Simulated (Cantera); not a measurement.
**Equilibrium for silicon epitaxy and polysilicon growth: SiH2Cl2 + Cl2 + N2 + H2**

Input: 1 mol SiH2Cl2, 0.4 mol Cl2, 4.3 mol N2, 0.56 mol H2, at 5200 Pa.

Equilibrium computed with Cantera from the NASA thermochemical tables; the gas is ideal and each condensed phase is pure. Candidate condensed phases: NH4Cl, Si, Si3N4; 28 gas species. N2 is the only nitrogen source here; it is nearly inert below about 1500 K, so the nitride shown seldom forms there in practice. The tables' values for SiCl3 are old estimates; treat these amounts as uncertain. Rates play no part.

From 527 °C to 1327 °C the condensed part is Si3N4(s). The main Si-bearing gas is SiCl4 at 527 °C and SiCl2 at 1327 °C. The share of Si in condensed phases is highest at 1027 °C (73.7 %) and lowest at 1327 °C (43.3 %).

```tsv
T (°C)	x N2	x HCl	x H2	x SiCl2	x SiCl4	x SiCl3	x SiHCl3	x Cl	n Si3N4(s)
527	0.597	0.215	0.133	1.30e-10	0.0542	2.52e-7	3.03e-5	7.77e-12	0.216
627	0.593	0.234	0.123	1.42e-8	0.0493	3.83e-6	7.38e-5	3.34e-10	0.227
727	0.590	0.249	0.116	5.96e-7	0.0455	3.35e-5	0.000149	6.77e-9	0.234
827	0.587	0.260	0.110	1.25e-5	0.0423	0.000195	0.000264	7.97e-8	0.241
927	0.585	0.269	0.105	0.000155	0.0394	0.000834	0.000419	6.22e-7	0.245
1027	0.584	0.274	0.102	0.00127	0.0356	0.00276	0.000603	3.52e-6	0.246
1127	0.583	0.273	0.101	0.00719	0.0290	0.00700	0.000758	1.51e-5	0.237
1227	0.582	0.256	0.105	0.0271	0.0174	0.0122	0.000737	4.92e-5	0.205
1327	0.583	0.217	0.118	0.0634	0.00604	0.0125	0.000473	0.000119	0.144
```
x: gas mole fraction; n: condensed amount in mol.
